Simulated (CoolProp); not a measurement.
Vapour-liquid equilibrium of diethyl ether (1) + acetone (2) at 92.25 °C; x and y are mole fractions of (1).

Model: multi-fluid Helmholtz-energy mixture model, Thol 2014 and Lemmon 2006; pair parameters Bell 2016, in CoolProp.

Give the bubble pressure and the first vapour's composition at x = 0.25, 0.65, 0.85. Is there an azeotrope?

x = 0.25: 0.4065 MPa, y = 0.413; x = 0.65: 0.5140 MPa, y = 0.739; x = 0.85: 0.5406 MPa, y = 0.871. No azeotrope shows between x = 0.05 and 0.95.

Pair parameters are fitted to limited data, so mixtures are less certain than the pure fluids.
